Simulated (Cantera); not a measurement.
## Ignition delay

Mixture: 35.4 % H2, 12.6 % O2, 51.6 % N2, 0.354 % NO, at 180000 Pa, adiabatic and at constant volume. Ignition delay is the time to a rise of 400 K.

Detailed kinetics in Cantera: GRI-Mech 3.0 (53 species, 325 reactions). The mechanism lacks 2 NO + O2 → 2 NO2 and HONO, so NO2 and the effect of NO are under-described below about 1400 K. Where the delays flatten at high temperature, the 400 K rule measures the pace of heat release, not the induction time.

| T0 (K) | delay (ms) |
|---|---|
| 1125 | 0.0446 |
| 1225 | 0.0238 |
| 1325 | 0.0148 |
| 1425 | 0.0102 |
| 1525 | 0.00770 |
| 1625 | 0.00624 |
| 1725 | 0.00543 |
| 1825 | 0.00503 |
| 1925 | 0.00492 |
